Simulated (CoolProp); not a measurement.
A single-stage vapour-compression cycle with the fluid: evaporating at 199.15 K (dew point), condensing at 253.15 K (bubble point), superheat 8 K, subcooling 2 K, compressor efficiency 0.9, no pressure losses. The same conditions are run with several fluids, on thermodynamics alone (safety and materials aside).

Model: reference Helmholtz-energy equation of state of each fluid (propane: Lemmon 2009; R22: Kamei 1995; R13: Platzer 1990; C2F6 (R116): Lemmon 2006; hydrogen chloride: Thol 2018; R143a: Lemmon and Jacobsen 2000), in CoolProp. The equations of Platzer and Polt are older, rougher fits.

| fluid | cooling COP | pressure ratio | discharge temperature (K) | refrigerating effect (kJ/kg) | volumetric capacity (kJ/m³) |
|---|---|---|---|---|---|
| propane | … | 12.8 | 298.9 | … | 174 |
| R22 | … | 15.6 | 333.7 | 201 | 160 |
| R13 | 2.46 | 7.71 | 289.7 | 99.4 | … |
| C2F6 (R116) | 2.25 | 8.34 | 264.4 | 66.1 | 697 |
| hydrogen chloride | 2.42 | 8.12 | 392.7 | 349 | 1400 |
| R143a | 2.66 | … | 294.8 | 181 | 210 |

Question: Complete the blanks.

Answer: 
- propane, cooling COP: 2.72
- propane, refrigerating effect (kJ/kg): 351
- R22, cooling COP: 2.65
- R13, volumetric capacity (kJ/m³): 937
- R143a, pressure ratio: 13.5
